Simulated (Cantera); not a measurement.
A Cantera script and its output.

```python
import numpy as np
import cantera as ct

gas = ct.Solution("gri30.yaml")
gas.TPX = 1798, 53000, {'C2H6': 1, 'N2': 180}
reactor = ct.IdealGasConstPressureReactor(gas, energy="off", clone=False)
net = ct.ReactorNet([reactor])
net.rtol, net.atol = 1e-08, 1e-18
show = ['C2H6', 'H', 'C2H', 'H2', 'CH3']
times = np.geomspace(0.0002, 50, 15)

steps = ct.SolutionArray(gas, extra=["t"])
rows = []
print(f"{'t/s':>10s}{'T/K':>9s}{'P/Pa':>11s}" + "".join(f"{s:>11s}" for s in show))
for t in times:
    while net.time < t:
        t_next = net.step()
        steps.append(gas.state, t=t_next)
    rows.append([np.interp(t, steps.t, y) for y in (steps.T, steps.P, *steps(*show).X.T)])
    print(f"{t:10.3e}{rows[-1][0]:9.1f}{rows[-1][1]:11.4g}" + "".join(f"{x:11.3e}" for x in rows[-1][2:]))
rate = np.gradient(steps.T, steps.t)
print("integrator steps:", len(steps.t))
if steps.T.max() > steps.T[0] + 200:
    print(f"time of steepest temperature rise: {steps.t[rate.argmax()]:.4e} s")
gas.TPX = 1798, 53000, {'C2H6': 1, 'N2': 180}
gas.equilibrate("TP")
print(f"equilibrium (TP): T = {gas.T:.1f} K  " + "  ".join(f"{s} {gas[s].X[0]:.3e}" for s in show))
```

It prints:

```
       t/s      T/K       P/Pa       C2H6          H        C2H         H2        CH3
 2.000e-04   1798.0    5.3e+04  1.747e-05  2.750e-04  1.121e-06  7.872e-03  5.178e-04
 4.860e-04   1798.0    5.3e+04  3.510e-06  1.414e-04  6.221e-07  9.098e-03  2.274e-04
 1.181e-03   1798.0    5.3e+04  1.073e-06  8.021e-05  3.591e-07  9.575e-03  1.196e-04
 2.869e-03   1798.0    5.3e+04  4.124e-07  5.259e-05  2.353e-07  9.783e-03  7.211e-05
 6.971e-03   1798.0    5.3e+04  2.263e-07  4.483e-05  1.997e-07  9.950e-03  5.302e-05
 1.694e-02   1798.0    5.3e+04  1.304e-07  4.544e-05  2.009e-07  1.018e-02  4.029e-05
 4.116e-02   1798.0    5.3e+04  5.219e-08  4.723e-05  2.071e-07  1.045e-02  2.557e-05
 1.000e-01   1798.0    5.3e+04  1.377e-08  4.886e-05  2.127e-07  1.067e-02  1.317e-05
 2.430e-01   1798.0    5.3e+04  2.671e-09  4.988e-05  2.163e-07  1.080e-02  5.808e-06
 5.904e-01   1798.0    5.3e+04  4.191e-10  5.038e-05  2.180e-07  1.086e-02  2.300e-06
 1.435e+00   1798.0    5.3e+04  5.250e-11  5.063e-05  2.188e-07  1.088e-02  8.087e-07
 3.486e+00   1798.0    5.3e+04  5.914e-12  5.077e-05  2.193e-07  1.089e-02  2.532e-07
 8.469e+00   1798.0    5.3e+04  2.069e-12  5.082e-05  2.194e-07  1.090e-02  1.241e-07
 2.058e+01   1798.0    5.3e+04  1.980e-12  5.083e-05  2.193e-07  1.090e-02  1.195e-07
 5.000e+01   1798.0    5.3e+04  2.044e-12  5.083e-05  2.191e-07  1.090e-02  1.228e-07
integrator steps: 1429
equilibrium (TP): T = 1798.0 K  C2H6 2.977e-13  H 5.086e-05  C2H 1.171e-08  H2 1.090e-02  CH3 5.651e-08
```

Computed with Cantera and GRI-Mech 3.0 (53 species, 325 reactions). GRI-Mech 3.0 stops at C3 and has no aromatics, soot or wall deposition, so with more carbon than oxygen in the feed, carbon stays in small species such as C2H2 where larger ones or solid carbon would form.
